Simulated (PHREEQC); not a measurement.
H3PO4 is added in steps, without added water, to 1 kg of water holding 0.0017 mol/kgw NaBr, 0.066 mol/kgw FeCl2 and 3e-05 mol/kgw H4SiO4, at 20 °C. No oxygen is let in. CO2 is held at log p = -3.4 (atm). Only these solids could form: Siderite, Quartz, Vivianite, Halite.

Base run: PHREEQC, ion-association model, phreeqc.dat. Each further column changes one thing. The table gives pH.

```csv
H3PO4 added (mol),base,metal-ligand complexes left out,all activity coefficients set to 1,Davies equation for every ion,Debye-Hückel limiting law
0,5.29,(withheld),5.13,5.31,5.43
0.00105,3.08,3.11,2.98,3.11,3.21
0.0021,2.78,2.83,2.68,2.81,2.91
0.00315,2.61,2.68,2.51,2.64,2.74
0.0042,2.49,2.58,2.39,2.51,2.62
0.00525,2.39,(withheld),2.29,2.42,2.52
0.0063,2.32,2.43,2.21,2.34,2.45
0.0077,2.23,2.37,2.13,2.26,2.37
0.00875,2.18,2.32,2.08,2.21,2.31
0.0098,2.13,2.29,2.03,2.16,2.27
0.01085,2.09,2.25,1.99,2.12,2.23
0.0119,2.06,(withheld),1.95,2.08,2.19
0.01295,2.02,2.20,1.92,2.05,2.16
0.014,1.99,(withheld),1.89,2.02,2.13
```

Q: Fill in the missing entries.

A: 
- 0, metal-ligand complexes left out: 5.46
- 0.00525, metal-ligand complexes left out: 2.50
- 0.0119, metal-ligand complexes left out: 2.22
- 0.014, metal-ligand complexes left out: 2.17
